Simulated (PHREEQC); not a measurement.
Solution (44 °C): 1.7 mol/kgw MgSO4 and 0.000101 mol/kgw H4SiO4. It is in equilibrium with CO2 at log p = -1 (atm). Otherwise closed; pH follows from the charge balance.

Computed with PHREEQC (Pitzer model, pitzer.dat).

```yaml
pH: 4.59
ionic_strength: 6.80 mol/kgw
activity_of_water: 0.965
density: 1.174 g/cm³
osmotic_coefficient: 0.579
```

```tsv
species	molality	activity	log γ
Mg+2	1.70	0.221	-0.886
SO4-2	1.70	0.0229	-1.870
CO2	0.000908	0.00218	0.381
HCO3-	0.000151	4.31e-5	-0.546
HSO4-	0.000116	9.65e-5	-0.079
H4SiO4	0.000101	0.000169	0.225
H+	3.59e-5	2.56e-5	-0.147
MgOH+	1.60e-7	6.14e-8	-0.416
CO3-2	6.21e-8	1.03e-10	-2.779
MgCO3	2.56e-8	2.56e-8	0.000
H3SiO4-	1.42e-8	1.75e-9	-0.908
```

No solid was allowed to form. Complexes and solids missing from the database can't appear. In brines, pH and single-ion activities rest on the MacInnes convention. At this temperature some constants are extrapolated from 25 °C, and those without enthalpy data are left unchanged.
